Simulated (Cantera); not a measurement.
Thermodynamics of abatement and gas-phase synthesis, feed H2S + H2O + N2

Feed: 1 mol H2S, 0.1 mol H2O, 13 mol N2, at 1525 °C and 0.133 bar.

Equilibrium computed with Cantera from the NASA thermochemical tables; the gas is ideal and each condensed phase is pure. Candidate condensed phases: H2O, H2SO4, S; 35 gas species. Equilibrium is a limit: real reactors are often held back by kinetics, nucleation or transport.

```json
{
 "x(N2)": "0.892",
 "x(H2)": "0.0635",
 "x(S2)": "0.0308",
 "x(H2O)": "0.00646",
 "x(H2S)": "0.00443",
 "x(SH)": "0.00192",
 "x(S)": "0.000352",
 "x(SO)": "0.000247",
 "x(H)": "0.000243",
 "gas_amount": "14.57 mol",
 "log10 activity of S(l) (absent)": "-2.65"
}
```
